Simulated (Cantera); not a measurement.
**Ignition delay**

Mixture: 16.6 % CO, 1.60 % H2, 17.1 % O2, 64.7 % N2, equivalence ratio 0.53, at 13.8 atm, adiabatic and at constant volume. Ignition delay is the time to a rise of 400 K.

Computed with Cantera and GRI-Mech 3.0 (53 species, 325 reactions). The hydrogen kinetics of GRI-Mech 3.0 are dated; newer H2 mechanisms differ, most at raised pressure. The pressure lies above the range GRI-Mech 3.0 was tuned for (to about 10 atm).

```
T0 (K)  delay (ms)
------  ----------
950           17.6
1025          2.80
1100         0.561
1175         0.131
1250        0.0359
1325        0.0142
1400       0.00813
1475       0.00567
```

```
Item                                                     Value
--------------------------------------------------  ----------
apparent activation energy between 1325 and 1475 K  100 kJ/mol
```
